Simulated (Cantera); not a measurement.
An isothermal, constant-pressure homogeneous reactor starts with CH₄ : CO₂ = 1 : 2.9 (molar parts), at 1875 K and 760 Torr. Integrator tolerance rtol = 1e-08.

Model: GRI-Mech 3.0 (53 species, 325 reactions), integrated in Cantera.

Question: What does this change do: temperature 1875 to 1375 K?

Answer: 
```tsv
quantity	before	after
x(CH₄) at 20.0 s	1.30e-9 (gas-phase equilibrium 1.42e-9)	0.0568 (gas-phase equilibrium 5.52e-7)
x(CO₂) at 20.0 s	0.142 (gas-phase equilibrium 0.142)	0.419 (gas-phase equilibrium 0.176)
x(O₂) at 20.0 s	1.41e-8 (gas-phase equilibrium 1.41e-8)	<1e-12 (gas-phase equilibrium <1e-12)
x(H) at 20.0 s	0.000262 (gas-phase equilibrium 0.000262)	5.76e-7 (gas-phase equilibrium 1.51e-6)
x(CH₃) at 20.0 s	4.29e-11 (gas-phase equilibrium 4.67e-11)	1.17e-5 (gas-phase equilibrium 8.58e-11)
x(HO₂) at 20.0 s	9.30e-12 (gas-phase equilibrium 9.30e-12)	<1e-12 (gas-phase equilibrium <1e-12)
```
